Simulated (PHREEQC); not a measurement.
A PHREEQC speciation (ion-association model, phreeqc.dat) at 80 °C gives pH 4.75 and these molalities:

```json
[
 {"species": "Cl-", "mol/kgw": "0.112"},
 {"species": "CdCl+", "mol/kgw": "0.0324"},
 {"species": "Zn+2", "mol/kgw": "0.0235"},
 {"species": "ZnCl+", "mol/kgw": "0.0161"},
 {"species": "CdCl2", "mol/kgw": "0.00915"},
 {"species": "Cd+2", "mol/kgw": "0.00909"},
 {"species": "CdCl3-", "mol/kgw": "0.00131"},
 {"species": "ZnCl2", "mol/kgw": "0.00113"},
 {"species": "ZnCl3-", "mol/kgw": "0.000194"},
 {"species": "ZnCl4-2", "mol/kgw": "2.74e-5"},
 {"species": "H+", "mol/kgw": "2.25e-5"},
 {"species": "ZnOH+", "mol/kgw": "1.95e-5"}
]
```

**Question.** What are the element totals, and what could have been dissolved in 1 kg of water to give them?

**Answer.** Several could match; the one computed here: totals Cd 0.0520, Cl 0.186, Zn 0.0410 mol/kgw, from 52 mmol/kgw CdCl2 and 41 mmol/kgw ZnCl2.

Precipitation was switched off in this run. Constants without temperature data keep their 25 °C values here.
